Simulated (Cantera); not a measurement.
## Ammonia decomposition in nitride growth gas

An isothermal, constant-pressure homogeneous reactor starts with 27.8 % NH₃, 72.2 % H₂, at 1700 K and 57.8 Torr.

Model: the gas-phase N/H chemistry of the illustrative SiF4/NH3 mechanism in the Surface Chemkin manual (1991), integrated in Cantera. Walls and surfaces, which speed up NH3 decomposition in real reactors, are not modelled.

```
t (s)     x NH₃   x H₂      x N₂    x N₂H₂       x N
--------  -----  -----  --------  --------  --------
2.00e-5   0.278  0.722    <1e-12    <1e-12    <1e-12
6.29e-5   0.278  0.722    <1e-12    <1e-12    <1e-12
0.000198  0.278  0.722  2.59e-12  8.42e-12    <1e-12
0.000623  0.278  0.722  2.59e-10  1.22e-10    <1e-12
0.00196   0.278  0.722   1.37e-8   1.43e-9  3.00e-11
0.00617   0.278  0.722   5.55e-7   1.62e-8  9.18e-10
0.0194    0.278  0.722   2.09e-5   1.61e-7   2.00e-8
0.0612    0.277  0.723  0.000284   3.45e-7   5.31e-8
0.192     0.274  0.724   0.00124   3.42e-7   5.35e-8
0.606     0.267  0.729   0.00417   3.30e-7   5.35e-8
1.91      0.245  0.742    0.0127   2.93e-7   5.36e-8
6.00      0.191  0.775    0.0341   2.08e-7   5.35e-8
```
x: mole fraction; the columns are a selection and need not sum to one.

Equilibrium at this temperature and pressure: NH₃ 7.69e-7, H₂ 0.891, N₂ 0.109, N₂H₂ <1e-12, N 6.58e-12 (gas phase only).
